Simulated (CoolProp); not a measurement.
A simple Rankine cycle with dimethyl ether: condensing at 320.15 K, boiler at 2.47 MPa, turbine inlet 373.2 K, turbine efficiency 0.75, pump efficiency 0.8, no recuperator. Each further row changes one setting.

The numbers come from the reference Helmholtz-energy equation of state, Wu 2011 in CoolProp.

```
case                             thermal efficiency (%)  net work (kJ/kg)  heat in (kJ/kg)  turbine exit temperature (K)  volume ratio over the turbine
-------------------------------  ----------------------  ----------------  ---------------  ----------------------------  -----------------------------
as stated                                             …              29.2              422                         335.1                           2.40
turbine inlet 393.2 K                               7.0              32.9              466                         357.3                           2.35
condensing temperature 312.15 K                     8.2              36.5              442                         327.3                           2.93
boiler pressure 1.73 MPa                            4.3              19.1                …                         353.2                           1.63
turbine efficiency 0.65                             5.9              24.9              422                             …                           2.42
```

Task: What belongs in the gaps?

Result: 
- as stated, thermal efficiency (%): 6.9
- boiler pressure 1.73 MPa, heat in (kJ/kg): 445
- turbine efficiency 0.65, turbine exit temperature (K): 337.4
